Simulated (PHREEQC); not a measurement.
A column of 1 m (40 cells, dispersivity 0.035 m, 300 s a shift, diffusion coefficient 3e-10 m²/s) holds 0.14 eq of the database's cation exchanger X per kg of pore water, first in equilibrium with 0.00064 mol/kgw MnCl2, 0.0039 mol/kgw MgCl2 and 1e-05 mol/kgw HCl. It is flushed with 0.015 mol/kgw MgCl2, 0.032 mol/kgw (NH4)2SO4, 0.00046 mol/kgw Na2SO4 and 1e-05 mol/kgw HCl, at 25 °C. Values are for the last cell. The system is closed to CO2. No solid was allowed to form.

Base run: PHREEQC, ion-association model, phreeqc.dat. Each further column changes one thing. The table gives NH4 in solution (mol/kgw).

```
pore volumes      base  exchange capacity from 0.14 to 0.07 eq/kgw  dispersivity from 0.035 to 0.07 m
------------  --------  ------------------------------------------  ---------------------------------
0                    0                                           0                                  0
0.6125        5.24e-13                                     1.56e-8                                ___
1.062          3.54e-5                                     0.00189                           0.000496
1.663          0.00588                                      0.0309                             0.0110
2.263           0.0265                                         ___                             0.0299
2.712           0.0424                                      0.0614                                ___
3.312           0.0557                                      0.0636                             0.0529
3.913           0.0613                                      0.0639                             0.0588
4.362           0.0629                                      0.0640                             0.0611
4.963           0.0637                                      0.0640                             0.0627
```

### Question
What belongs in the gaps?

### Answer

- 0.6125, dispersivity from 0.035 to 0.07 m: 2.69e-8
- 2.263, exchange capacity from 0.14 to 0.07 eq/kgw: 0.0552
- 2.712, dispersivity from 0.035 to 0.07 m: 0.0421
